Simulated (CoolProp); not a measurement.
The fluid at 328.7 K and 0.995 MPa expands adiabatically to 0.0799 MPa with isentropic efficiency 0.8. The same conditions are run with several fluids, on thermodynamics alone (safety and materials aside).

Model: reference Helmholtz-energy equation of state of each fluid (carbonyl sulfide: Lemmon 2006; ammonia: Gao 2020; R507A: Lemmon 2003; R125: Lemmon 2005), in CoolProp. Blends and air are pseudo-pure fits.

Task: Rank carbonyl sulfide, ammonia, R507A, R125 by work (kJ/kg), highest first.

Result: ammonia (241), carbonyl sulfide (67.7), R507A (45.6), R125 (38.4)

```tsv
fluid	final temperature (K)	final phase	final density (kg/m³)
carbonyl sulfide	218.0	two-phase, vapour fraction 0.988	2.75
ammonia	235.2	two-phase, vapour fraction 0.941	0.757
R507A	262.9	gas	3.69
R125	269.6	gas	4.35
```
